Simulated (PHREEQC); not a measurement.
Make-up at 20 °C: 0.047 mol/kgw CuCl2, 0.2 mol/kgw HNO3 and 0.00088 mol/kgw FeCl3. Closed to the air; pH follows from the charge balance.

Model: ion-association model, phreeqc.dat, run in PHREEQC.

Each row changes one thing in this solution. No solid was allowed to form.

| case | pH | ionic strength (mol/kgw) | Fe+3 (mol/kgw) | FeCl+2 (mol/kgw) | FeCl2+ (mol/kgw) | FeOH+2 (mol/kgw) | SI of Hematite (Fe2O3) | SI of Goethite (FeOOH) |
|---|---|---|---|---|---|---|---|---|
| as made | 0.81 | 0.340 | 0.000492 | 0.000341 | 4.01e-5 | 6.35e-6 | -0.11 | -1.05 |
| CuCl2 left out | 0.80 | 0.205 | 0.000851 | 1.80e-5 | 7.16e-8 | 1.11e-5 | +0.49 | -0.75 |
| temperature from 20 to 60 °C | 0.81 | 0.323 | 0.000291 | 0.000541 | 1.69e-5 | 3.09e-5 | +2.12 | -0.02 |
| HNO3 from 0.2 to 0.02 mol/kgw | 1.79 | 0.159 | 0.000429 | 0.000339 | 5.24e-5 | 5.69e-5 | +5.96 | +1.99 |
| 0.06 mol/kgw Sr(OH)2 added | 1.21 | 0.400 | 0.000493 | 0.000333 | 3.70e-5 | 1.59e-5 | +2.24 | +0.13 |
| diluted 2-fold with water | 1.09 | 0.171 | 0.000303 | 0.000120 | 9.20e-6 | 8.01e-6 | +1.45 | -0.27 |

Species that the database lacks are ignored. Some of these states are supersaturated (in Hematite (slow to form), Goethite (slow to form), for instance). Constants without temperature data keep their 25 °C values here.
